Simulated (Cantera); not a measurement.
## Transport properties of process gases

Gas mixture: NH₃ = 0.6 (molar parts), at 0.133 bar, frozen composition.

Cantera's kinetic-theory transport with the Lennard-Jones parameters of GRI-Mech 3.0, ideal gas; thermal conductivity in the mixture-averaged form. Polar gases are described roughly by these parameters.

| T (K) | ρ (kg/m³) | cp (J/kg/K) | μ (µPa s) | λ (mW/m/K) | Pr | D (cm²/s) O | D (cm²/s) H₂ | D (cm²/s) OH |
|---|---|---|---|---|---|---|---|---|
| 400 | 0.0683 | 2269 | 13.9 | 44.3 | 0.713 | 4.58 | 10.3 | 4.51 |
| 500 | 0.0546 | 2466 | 17.4 | 60.1 | 0.716 | 6.88 | 15.2 | 6.77 |
| 600 | 0.0455 | 2662 | 20.9 | 77.4 | 0.719 | 9.51 | 20.9 | 9.37 |
| 700 | 0.0390 | 2844 | 24.3 | 95.8 | 0.721 | 12.5 | 27.2 | 12.3 |
| 800 | 0.0341 | 3009 | 27.5 | 115 | 0.721 | 15.7 | 34.2 | 15.5 |
| 900 | 0.0303 | 3162 | 30.6 | 134 | 0.721 | 19.3 | 41.7 | 19.0 |
| 1000 | 0.0273 | 3319 | 33.6 | 154 | 0.725 | 23.1 | 49.9 | 22.7 |
D: mixture-averaged diffusion coefficient of that species in the mixture.
